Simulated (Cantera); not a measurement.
**Catalytic combustion on Pt**

An isothermal plug-flow reactor at 775 K and 495 Torr (inlet), inlet velocity 1.2 m/s, active area per volume 210 1/m; feed 0.251 % CO, 5.38 % O₂, 94.4 % N₂, equivalence ratio 0.023.

Detailed kinetics in Cantera: Deutschmann's 1995 Pt surface mechanism with GRI-Mech 3.0 gas chemistry. Catalytic surfaces can have several steady states; this one follows from the mechanism file's or the stated starting coverage. Mass transfer to the wall is taken as infinitely fast.

```tsv
z (m)	x CO	x O₂	x H₂O	x CO₂	θ free Pt	θ O*	θ CO*
8.4e-05	0.00244	0.0537	<1e-12	6.82e-5	0.0756	0.922	0.00215
0.00018	0.00237	0.0537	<1e-12	0.000138	0.0727	0.925	0.00193
0.00039	0.00224	0.0536	<1e-12	0.000271	0.0682	0.930	0.00160
0.00084	0.00201	0.0535	<1e-12	0.000494	0.0624	0.936	0.00120
0.0018	0.00168	0.0534	<1e-12	0.000834	0.0561	0.943	0.000799
0.0039	0.00121	0.0531	<1e-12	0.00130	0.0502	0.949	0.000460
0.0084	0.000692	0.0529	<1e-12	0.00182	0.0455	0.954	0.000214
```
x: gas mole fraction; θ: surface coverage.
